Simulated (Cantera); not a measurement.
Gas mixture: 13.0 % H2O, 64.3 % O2, 22.6 % N2O, at 0.0454 atm, frozen composition.

Cantera's kinetic-theory transport with the Lennard-Jones parameters of GRI-Mech 3.0, ideal gas; thermal conductivity in the mixture-averaged form. Polar gases are described roughly by these parameters. The composition is frozen, though it would react at the higher temperatures.

D: mixture-averaged diffusion coefficient of that species in the mixture.

```csv
T (K),ρ (kg/m³),cp (J/kg/K),μ (µPa s),λ (mW/m/K),Pr,D (cm²/s) H2,D (cm²/s) H2O,D (cm²/s) NH3
400,0.0455,1019,22.5,32.1,0.715,28.0,8.03,7.75
550,0.0331,1085,…,…,0.713,…,…,…
700,0.0260,1142,34.6,55.4,0.713,72.0,22.9,22.1
850,0.0214,1189,39.8,66.4,0.713,99.6,32.5,31.3
1000,0.0182,1226,…,…,0.712,…,…,…
1150,0.0158,1254,49.2,87.0,0.710,165,55.3,53.3
1300,0.0140,1280,53.6,96.8,0.708,202,68.3,66.0
```

Question: Some entries are withheld; supply them.

Answer: 
- 550, μ (µPa s): 28.9
- 550, λ (mW/m/K): 43.9
- 550, D (cm²/s) H2: 48.0
- 550, D (cm²/s) H2O: 14.7
- 550, D (cm²/s) NH3: 14.2
- 1000, μ (µPa s): 44.7
- 1000, λ (mW/m/K): 76.9
- 1000, D (cm²/s) H2: 131
- 1000, D (cm²/s) H2O: 43.3
- 1000, D (cm²/s) NH3: 41.8
